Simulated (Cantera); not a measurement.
A perfectly stirred reactor is fed with 6.03 % CH₄, 19.8 % O₂, 74.2 % N₂, at 2.27 atm; it is adiabatic with a 500 K inlet, and is followed from long to short residence time, starting on the burning branch (τ in s: 0.21, 0.085, 0.034, 0.014, 0.0056, 0.0023, 0.00092, 0.00037, 0.00015, 6.1e-05, 2.5e-05).

Computed with Cantera and GRI-Mech 3.0 (53 species, 325 reactions).

Q: Predict: blow-out, bracketed by the residence times tried; x(CH₄) at τ = 0.210 s; x(O₂) at τ = 0.210 s; x(H) at τ = 0.210 s; x(NO₂) at τ = 0.210 s; x(N₂O) at τ = 0.210 s; x(CH₄) at τ = 2.30 ms; x(O₂) at τ = 2.30 ms; x(H) at τ = 2.30 ms; x(NO₂) at τ = 2.30 ms; x(N₂O) at τ = 2.30 ms.

A: 
```
Property                                                                        Value
------------------------------------------------  -----------------------------------
blow-out, bracketed by the residence times tried  burning at 0.150 ms, out at 61.0 µs
x(CH₄) at τ = 0.210 s                                                         3.81e-6
x(O₂) at τ = 0.210 s                                                           0.0770
x(H) at τ = 0.210 s                                                           3.31e-6
x(NO₂) at τ = 0.210 s                                                         9.01e-8
x(N₂O) at τ = 0.210 s                                                         3.44e-7
x(CH₄) at τ = 2.30 ms                                                         8.60e-5
x(O₂) at τ = 2.30 ms                                                           0.0778
x(H) at τ = 2.30 ms                                                          0.000134
x(NO₂) at τ = 2.30 ms                                                         3.11e-8
x(N₂O) at τ = 2.30 ms                                                         1.17e-6
```
